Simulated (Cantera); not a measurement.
Charge: 1 mol CF₄, 0.013 mol CH₄, held at 823 K and 4.70 Pa.

Equilibrium computed with Cantera from the NASA thermochemical tables; the gas is ideal and each condensed phase is pure. Candidate condensed phases: C, C₆H₆, C₇H₈, C₈H₁₈; 95 gas species. Condensed phases not in the tables: fluorocarbon polymer. Gases not in the tables: C₂F₆ and larger saturated fluorocarbons. The numbers say what is thermodynamically allowed, not how fast it happens.

Base state: CF₄ 0.950, HF 0.0500 (mole fractions); condensed: C(graphite).

### Question
What changes in the equilibrium state with this change: CH₄ from 0.013 to 0.099 mol?

### Answer
| species | before | after |
|---|---|---|
| CF₄ | 0.950 | 0.695 |
| HF | 0.0500 | 0.305 |
| C(graphite), mol | 0.0260 | 0.198 |
